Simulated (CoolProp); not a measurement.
Normal hydrogen along the isotherm -251.85 °C: density (kg/m³) from the reference equation and from simpler models built on Tc = -240.0 °C, pc = 1296 kPa, ω = -0.219; each cubic takes its own stable root.

Model: reference Helmholtz-energy equation of state, Leachman 2009, in CoolProp.

| p (kPa) | phase | reference |
|---|---|---|
| 203 | liquid | 69.86 |
| 405 | liquid | 70.16 |
| 608 | liquid | 70.45 |
| 810 | liquid | 70.73 |
| 1010 | liquid | 71.00 |
| 1220 | liquid | 71.27 |
| 1420 | liquid | 71.53 |
| 1620 | liquid | 71.77 |
| 1820 | liquid | 72.02 |
| 2030 | liquid | 72.26 |
| 2230 | liquid | 72.49 |
| 2430 | liquid | 72.72 |
| 2630 | liquid | 72.94 |
| 2840 | liquid | 73.17 |
| 3040 | liquid | 73.38 |
| 3240 | liquid | 73.59 |

**Question.** How far does each simpler model (van der Waals, Redlich-Kwong, Soave-Redlich-Kwong, Peng-Robinson) lie from the reference over these 16 states: mean and median of the absolute difference, and the worst?

**Answer.** 
- van der Waals: mean 18.6 %, median 18.5 %, worst -18.8 % at -251.85 °C and 203 kPa
- Redlich-Kwong: mean 17.8 %, median 17.7 %, worst +19.0 % at -251.85 °C and 203 kPa
- Soave-Redlich-Kwong: mean 10.4 %, median 10.4 %, worst +10.5 % at -251.85 °C and 3240 kPa
- Peng-Robinson: mean 24.0 %, median 24.0 %, worst +24.0 % at -251.85 °C and 1820 kPa
